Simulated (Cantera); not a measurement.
A closed system holds: 1 mol PbO, 4.2 mol N₂.

Cantera equilibrium calculation (NASA polynomials, part measured and part estimated; ideal gas, pure solids and liquids). Candidate condensed phases: Pb, PbO, PbO₂, Pb₃O₄; 12 gas species. Equilibrium is a limit: real reactors are often held back by kinetics, nucleation or transport.

Stable condensed phases, one row left out:

```
T in K \ P in Pa
              10      36     130     460    1700    6000   22000   77000  280000 1000000
   1623        A       A       A       A       A       A       A       B       B       B
   1573        A       A       A       A       A       A       B       B       B       B
   1548        A       A       A       A       A       A       B       B       B       B
   1523        A       A       A       A       A       A       B       B       B       B
   1498        A       A       A       A       A       B       B       B       B       B
   1473        A       A       A       A       A       B       B       B       B       B
   1448        A       A       A       A       A       B       B       B       B       B
   1423        A       A       A       A       A       B       B       B       B       B
   1398        A       A       A       A       B       B       B       B       B       B
   1373        A       A       A       A       B       B       B       B       B       B
   1348        A       A       A       A       B       B       B       B       B       B
```

A: gas only; B: PbO.

Problem. Give the row for 1598 K.

Solution. 10: gas only; 36: gas only; 130: gas only; 460: gas only; 1700: gas only; 6000: gas only; 22000: PbO; 77000: PbO; 280000: PbO; 1000000: PbO.
